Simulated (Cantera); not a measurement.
Input: 1 mol SiO2, 7.1 mol BCl3, 4.8 mol H2, 13 mol Cl2, at 702 °C and 1000 Pa.

Cantera equilibrium calculation (NASA polynomials, part measured and part estimated; ideal gas, pure solids and liquids). Candidate condensed phases: B, B2O3, B3O3H3, H2O, Si, SiO2; 49 gas species. Equilibrium is a limit: real reactors are often held back by kinetics, nucleation or transport.

Base state: HCl 0.390, Cl2 0.333, BCl3 0.207, SiCl4 0.0407, B3O3Cl3 0.0271, Cl 0.00153 (mole fractions); condensed: gas only.

Problem. What changes in the equilibrium state with this change: SiO2 replaced by Al2O3?

Solution. 
```
species        before    after
------------  -------  -------
HCl             0.390    0.385
Cl2             0.333    0.328
BCl3            0.207    0.171
AlCl3               0   0.0802
SiCl4          0.0407        0
B3O3Cl3        0.0271   0.0340
Cl            0.00153  0.00152
B2O3(l), mol        0    0.153
```
Further candidate phases: Al, AlCl3, Al2O3.
